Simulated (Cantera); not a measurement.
A perfectly stirred reactor is fed with 9.69 % CH₄, 2.03 % CO, 18.5 % O₂, 69.8 % N₂, equivalence ratio 1.1, at 2.00 bar; it is adiabatic with a 775 K inlet, and is followed from long to short residence time, starting on the burning branch (τ in s: 0.058, 0.029, 0.014, 0.0071, 0.0035, 0.0018, 0.00087, 0.00043, 0.00022, 0.00011, 5.3e-05, 2.6e-05, 1.3e-05).

Cantera simulation using GRI-Mech 3.0 (53 species, 325 reactions); the numbers are that mechanism's predictions, not measurements.

x: mole fraction; the columns are a selection and need not sum to one.

```csv
τ (s),T (K),x CH₄,x CO,x O₂,x NO₂,x H₂,x CH₃,x OH
0.058,2488,1.55e-6,0.0358,0.00337,3.60e-7,0.0127,1.18e-6,0.00565
0.029,2485,2.96e-6,0.0360,0.00360,3.33e-7,0.0128,2.24e-6,0.00582
0.014,2478,5.69e-6,0.0364,0.00401,2.92e-7,0.0130,4.27e-6,0.00611
0.0071,2467,1.01e-5,0.0371,0.00462,2.46e-7,0.0134,7.49e-6,0.00654
0.0035,2447,1.78e-5,0.0383,0.00559,1.97e-7,0.0140,1.28e-5,0.00716
0.0018,2420,2.95e-5,0.0399,0.00686,1.53e-7,0.0148,2.05e-5,0.00790
0.00087,2380,5.07e-5,0.0421,0.00865,1.10e-7,0.0161,3.35e-5,0.00882
0.00043,2332,(withheld),0.0447,(withheld),(withheld),0.0175,(withheld),0.00970
0.00022,2279,(withheld),0.0474,(withheld),(withheld),0.0190,(withheld),0.0104
0.00011,2219,0.000270,0.0506,0.0161,3.51e-8,0.0205,0.000144,0.0107
5.3e-5,2152,0.000554,0.0551,0.0202,2.32e-8,0.0220,0.000268,0.0105
2.6e-5,2074,0.00133,0.0623,0.0273,1.49e-8,0.0234,0.000576,0.00905
1.3e-5,775,0.0969,0.0203,0.185,<1e-12,<1e-12,<1e-12,<1e-12
```

### Question
Some entries are withheld; supply them.

### Answer

- 0.00043, x CH₄: 8.65e-5
- 0.00043, x O₂: 0.0108
- 0.00043, x NO₂: 7.58e-8
- 0.00043, x CH₃: 5.36e-5
- 0.00022, x CH₄: 0.000148
- 0.00022, x O₂: 0.0132
- 0.00022, x NO₂: 5.21e-8
- 0.00022, x CH₃: 8.55e-5
